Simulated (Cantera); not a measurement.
Feed: 1 mol KOH, 0.027 mol C, 0.041 mol CO2, at 1950 K and 25.0 Pa.

Equilibrium computed with Cantera from the NASA thermochemical tables; the gas is ideal and each condensed phase is pure. Candidate condensed phases: C, C6H6, C7H8, C8H18, H2O, K, KOH, KO2, K2CO3, K2O, K2O2; 116 gas species. Rates play no part.

Base state: K 0.528, H2O 0.244, O2 0.116, CO2 0.0328, KOH 0.0307, OH 0.0171, O 0.00974, H2 0.00884 (mole fractions); condensed: gas only.

Problem. What changes in the equilibrium state with this change: pressure from 25.0 Pa to 160 Pa?

Solution. 
```json
[
 {"species": "K", "before": "0.528", "after": "0.489"},
 {"species": "H2O", "before": "0.244", "after": "0.236"},
 {"species": "KOH", "before": "0.0307", "after": "0.109"},
 {"species": "O2", "before": "0.116", "after": "0.105"},
 {"species": "OH", "before": "0.0171", "after": "0.0103"},
 {"species": "CO2", "before": "0.0328", "after": "0.0382"},
 {"species": "H", "before": "0.00682", "after": "0.00171"},
 {"species": "O", "before": "0.00974", "after": "0.00366"},
 {"species": "H2", "before": "0.00884", "after": "0.00356"},
 {"species": "KO", "before": "0.000458", "after": "0.00102"}
]
```

Problem. What changes in the equilibrium state with this change: pressure from 25.0 Pa to 10000 Pa?

Solution. 
```
species   before    after
-------  -------  -------
KOH       0.0307    0.573
K          0.528    0.223
H2O        0.244    0.111
OH        0.0171  0.00189
O2         0.116   0.0337
CO2       0.0328   0.0535
K2(OH)2    <1e-9  4.68e-5
H        0.00682  7.02e-5
```

Problem. What changes in the equilibrium state with this change: temperature from 1950 K to 1000 K?

Solution. 
```json
[
 {"species": "KOH", "before": "0.0307", "after": "0.749"},
 {"species": "H2O", "before": "0.244", "after": "0.124"},
 {"species": "K", "before": "0.528", "after": "0.110"},
 {"species": "O2", "before": "0.116", "after": "<1e-9"},
 {"species": "K2(OH)2", "before": "<1e-9", "after": "0.0160"},
 {"species": "OH", "before": "0.0171", "after": "1.52e-9"},
 {"species": "CO2", "before": "0.0328", "after": "7.53e-5"},
 {"species": "O", "before": "0.00974", "after": "<1e-9"},
 {"species": "H", "before": "0.00682", "after": "3.73e-9"},
 {"species": "K2CO3(s), mol", "before": "0", "after": "0.0679"}
]
```
